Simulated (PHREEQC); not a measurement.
Make-up at 67 °C and 300 atm: 0.0099 mol CdCl2, 0.0029 mol Na2SO4 and 0.00027 mol H2SO4 per kg of water. Closed to the air; pH follows from the charge balance.

Equilibrium calculation in PHREEQC: ion-association model, phreeqc.dat.

Q: The ionic strength comes out as 0.0279 mol/kgw. What activity coefficients do Cl-, Cd+2, HSO4-, H+, CdCl3- get?

A: Cl- 0.84, Cd+2 0.51, HSO4- 0.85, H+ 0.87, CdCl3- 0.85.

No solid was allowed to form. Under pressure, the constants of complexes without a molar volume in the database are unreliable. Constants without temperature data keep their 25 °C values here.
